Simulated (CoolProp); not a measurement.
The fluid at 311.39 K and 0.162 MPa is throttled through a valve to 0.0811 MPa with no heat exchange. The same conditions are run with several fluids, on thermodynamics alone (safety and materials aside).

Values from CoolProp's reference Helmholtz-energy equation of state of each fluid (tetrahydrofuran: Fiedler 2023; propylene glycol: Eisenbach 2021; hexamethyldisiloxane (MM): Thol 2016; 1,2-dichloroethane: Thol 2015; cyclohexane: Zhou 2014).

| fluid | final density (kg/m³) |
|---|---|
| tetrahydrofuran | 867 |
| propylene glycol | 1020 |
| hexamethyldisiloxane (MM) | 746 |
| 1,2-dichloroethane | 1230 |
| cyclohexane | 761 |
